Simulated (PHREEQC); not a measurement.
Solution (20 °C): 0.025 mol HCl and 0.0063 mol KHSO4 per kg of water. Closed to the air; pH follows from the charge balance.

Computed with PHREEQC (ion-association model, phreeqc.dat).

Precipitation was switched off in this run.

Question: Order these S species by the share of S that they hold, largest first: HSO4-, KSO4-, SO4-2.

Answer: HSO4- (55 %), SO4-2 (44 %), KSO4- (0.87 %)

The pH is 1.62 and the ionic strength 0.0368 mol/kgw. Complexes and solids missing from the database can't appear.
